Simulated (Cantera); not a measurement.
Input: 1 mol Si, 0.9 mol Cl2, equilibrated at 948.15 K and 0.110 bar.

Cantera equilibrium calculation (NASA polynomials, part measured and part estimated; ideal gas, pure solids and liquids). Candidate condensed phases: Si; 9 gas species. The tables' values for SiCl3 are old estimates; treat these amounts as uncertain. Kinetics and transport are ignored.

Base state: SiCl4 0.994, SiCl3 0.00496, SiCl2 0.000837 (mole fractions); condensed: Si(s).

Q: What changes in the equilibrium state with this change: temperature from 948.15 K to 1050 K?

A: 
```tsv
species	before	after
SiCl4	0.994	0.977
SiCl3	0.00496	0.0176
SiCl2	0.000837	0.00577
Si(s), mol	0.549	0.547
```
